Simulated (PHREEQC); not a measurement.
Make-up at 25 °C and 500 atm: 0.0055 mol CuCl2, 0.08 mol H2SO4 and 0.25 mol H3BO3 per kg of water. Closed to the air; pH follows from the charge balance.

The numbers come from PHREEQC with the ion-association model, phreeqc.dat.

```json
[
 {"quantity": "pH", "before": "1.06", "after": "1.14"},
 {"quantity": "ionic strength (mol/kgw)", "before": "0.142", "after": "0.113"},
 {"quantity": "HSO4- (mol/kgw)", "before": "0.0539", "after": "0.0697"},
 {"quantity": "Cu+2 (mol/kgw)", "before": "0.00391", "after": "0.00425"},
 {"quantity": "CuSO4 (mol/kgw)", "before": "0.00155", "after": "0.000878"}
]
```

Q: What was changed between the two runs?
A) H2SO4 replaced by CuSO4 at the same molality
B) H3BO3 left out
C) temperature from 25 to 75 °C
D) diluted 100-fold with water
E) H2SO4 from 0.08 to 0.04 mol/kgw

A: C, temperature from 25 to 75 °C

Precipitation was switched off in this run. Under pressure, the constants of complexes without a molar volume in the database are unreliable. At this temperature some constants are extrapolated from 25 °C, and those without enthalpy data are left unchanged.
